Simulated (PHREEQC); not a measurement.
Dissolve 0.0075 mol Al2(SO4)3, 7.9e-05 mol CuCl2, 5.6e-05 mol NaHCO3 and 0.005 mol NaCl per kg of water at 25 °C. Closed to the air; pH follows from the charge balance.

Equilibrium calculation in PHREEQC: ion-association model, wateq4f.dat.

```tsv
quantity	before	after
pH	4.10	4.11
ionic strength (mol/kgw)	0.0405	0.0346
Cu+2 (mol/kgw)	5.48e-5	5.40e-5
CuCl+ (mol/kgw)	3.85e-7	1.21e-8
HCO3- (mol/kgw)	3.72e-7	3.76e-7
CuHCO3+ (mol/kgw)	5.23e-9	5.41e-9
SI of Tenorite (CuO)	-3.98	-3.95
SI of Cu(OH)2 (Cu(OH)2)	-5.00	-4.97
```

Question: Which change was made?
A. NaCl left out
B. NaHCO3 from 5.6e-05 to 0.00056 mol/kgw
C. CuCl2 from 7.9e-05 to 8.69e-05 mol/kgw
D. Al2(SO4)3 left out
E. 0.00026 mol/kgw NaAlO2 added

Answer: A, NaCl left out

Precipitation was switched off in this run. Some of these states are supersaturated (in Basaluminite, Gibbsite (slow to form), for instance).
